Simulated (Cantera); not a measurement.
Cantera run, input and output.

```python
import numpy as np
import cantera as ct

gas = ct.Solution("gri30.yaml")
gas.TPX = 2023, 2666, {'CH4': 1, 'H2': 73}
reactor = ct.IdealGasConstPressureReactor(gas, energy="off", clone=False)
net = ct.ReactorNet([reactor])
net.rtol, net.atol = 1e-08, 1e-18
show = ['CH4', 'H2', 'H', 'C2H6', 'CH3']
times = np.geomspace(0.0004, 1, 12)

steps = ct.SolutionArray(gas, extra=["t"])
rows = []
print(f"{'t/s':>10s}{'T/K':>9s}{'P/Pa':>11s}" + "".join(f"{s:>11s}" for s in show))
for t in times:
    while net.time < t:
        t_next = net.step()
        steps.append(gas.state, t=t_next)
    rows.append([np.interp(t, steps.t, y) for y in (steps.T, steps.P, *steps(*show).X.T)])
    print(f"{t:10.3e}{rows[-1][0]:9.1f}{rows[-1][1]:11.4g}" + "".join(f"{x:11.3e}" for x in rows[-1][2:]))
rate = np.gradient(steps.T, steps.t)
print("integrator steps:", len(steps.t))
if steps.T.max() > steps.T[0] + 200:
    print(f"time of steepest temperature rise: {steps.t[rate.argmax()]:.4e} s")
gas.TPX = 2023, 2666, {'CH4': 1, 'H2': 73}
gas.equilibrate("TP")
print(f"equilibrium (TP): T = {gas.T:.1f} K  " + "  ".join(f"{s} {gas[s].X[0]:.3e}" for s in show))
```

It prints:

```
       t/s      T/K       P/Pa        CH4         H2          H       C2H6        CH3
 4.000e-04   2023.0       2666  1.344e-02  9.862e-01  2.577e-04  5.659e-09  7.180e-05
 8.146e-04   2023.0       2666  1.336e-02  9.860e-01  5.260e-04  2.283e-08  1.428e-04
 1.659e-03   2023.0       2666  1.321e-02  9.854e-01  1.068e-03  8.256e-08  2.836e-04
 3.379e-03   2023.0       2666  1.285e-02  9.844e-01  2.140e-03  2.509e-07  5.502e-04
 6.881e-03   2023.0       2666  1.188e-02  9.828e-01  4.050e-03  5.422e-07  9.609e-04
 1.401e-02   2023.0       2666  9.309e-03  9.817e-01  6.330e-03  5.790e-07  1.176e-03
 2.854e-02   2023.0       2666  5.428e-03  9.824e-01  7.817e-03  2.489e-07  8.466e-04
 5.813e-02   2023.0       2666  2.474e-03  9.830e-01  8.897e-03  5.926e-08  4.393e-04
 1.184e-01   2023.0       2666  1.000e-03  9.829e-01  9.875e-03  1.077e-08  1.972e-04
 2.411e-01   2023.0       2666  3.980e-04  9.825e-01  1.067e-02  1.843e-09  8.480e-05
 4.910e-01   2023.0       2666  1.650e-04  9.820e-01  1.122e-02  3.347e-10  3.700e-05
 1.000e+00   2023.0       2666  7.444e-05  9.818e-01  1.151e-02  7.168e-11  1.713e-05
integrator steps: 1012
equilibrium (TP): T = 2023.0 K  CH4 2.805e-05  H2 9.817e-01  H 1.161e-02  C2H6 1.226e-11  CH3 6.508e-06
```

Computed with Cantera and GRI-Mech 3.0 (53 species, 325 reactions). GRI-Mech 3.0 stops at C3 and has no aromatics, soot or wall deposition, so with more carbon than oxygen in the feed, carbon stays in small species such as C2H2 where larger ones or solid carbon would form. Radical loss at walls, strong at low pressure, is not modelled.
